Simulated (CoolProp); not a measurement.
50 sccm (0 °C, 1 atm) of nitrogen bubbles through liquid 1,2-dichloroethane at 300.7 K and leaves saturated at a total pressure of 0.0821 MPa (ideal gas phase). Each further row changes one setting.

The numbers come from the reference Helmholtz-energy equation of state, Thol 2015 in CoolProp.

```tsv
case	vapour pressure (kPa)	mole fraction of vapour	delivery (mg/min)	delivery (sccm)	change of delivery for a bath 1 K warmer (%)
as stated	11.9	0.144	37.3	8.44	5.6
bath temperature 305.7 K	14.9	0.182	49.0	11.1	5.7
total pressure 0.164 MPa	11.9	0.0723	17.2	3.90	5.2
```
